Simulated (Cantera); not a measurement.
Feed: 1 mol SiH₂Cl₂, 0.51 mol HCl, 110 mol H₂, equilibrated at 6.40 mbar.

Method: chemical equilibrium by Gibbs-energy minimisation in Cantera with the NASA 1993 tables (ideal gas, pure condensed phases). Candidate condensed phases: Si; 19 gas species. Kinetics and transport are ignored.

### Question
What share of the Si ends up in condensed phases as a function of T (K), at 850, 925, 1000, 1075, 1150, 1225, 1300, 1375, 1450, 1525, 1600?

### Answer
```csv
T (K),Si condensed (%),as
850,44.3,Si(s)
925,57.0,Si(s)
1000,73.0,Si(s)
1075,84.4,Si(s)
1150,87.8,Si(s)
1225,87.9,Si(s)
1300,87.4,Si(s)
1375,86.7,Si(s)
1450,86.0,Si(s)
1525,85.3,Si(s)
1600,84.4,Si(s)
```
